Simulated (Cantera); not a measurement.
Gas-phase reforming

A perfectly stirred reactor is fed with 65.4 % CH4, 34.6 % CO2, at 0.237 atm; it is held at 1975 K, and followed from long to short residence time.

Detailed kinetics in Cantera: GRI-Mech 3.0 (53 species, 325 reactions). GRI-Mech 3.0 stops at C3 and has no aromatics, soot or wall deposition, so with more carbon than oxygen in the feed, carbon stays in small species such as C2H2 where larger ones or solid carbon would form.

| τ (s) | x CH4 | x CO2 | x O2 | x C2H | x C2H4 |
|---|---|---|---|---|---|
| 0.81 | 0.00647 | 0.00207 | 5.59e-11 | 5.12e-6 | 9.94e-5 |
| 0.43 | 0.00879 | 0.00354 | 1.50e-10 | 5.38e-6 | 0.000115 |
| 0.23 | 0.0119 | 0.00577 | 3.56e-10 | 5.76e-6 | 0.000141 |
| 0.12 | 0.0162 | 0.00926 | 7.65e-10 | 6.31e-6 | 0.000188 |
| 0.066 | 0.0217 | 0.0139 | 1.36e-9 | 6.91e-6 | 0.000263 |
| 0.035 | 0.0297 | 0.0212 | 2.16e-9 | 7.55e-6 | 0.000403 |
| 0.019 | 0.0408 | 0.0322 | 2.90e-9 | 8.01e-6 | 0.000648 |
| 0.010 | 0.0580 | 0.0507 | 3.28e-9 | 8.16e-6 | 0.00113 |
| 0.0054 | 0.0830 | 0.0785 | 3.00e-9 | 7.84e-6 | 0.00201 |
x: mole fraction; the columns are a selection and need not sum to one.
